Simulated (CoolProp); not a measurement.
Computed with CoolProp (reference Helmholtz-energy equation of state, Colonna 2008). It is a short technical equation, of lower accuracy than the large ones.

Problem. For dodecamethylcyclohexasiloxane (D6), give the phase and the density (kg/m³), Joule-Thomson coefficient (K/MPa), isothermal compressibility (1/MPa), fugacity coefficient at 556.8 K and 1750 kPa.

Solution. 
- 556.8 K and 1750 kPa: liquid; density 667, Joule-Thomson coefficient 0.182, isothermal compressibility 0.0203, fugacity coefficient 0.135
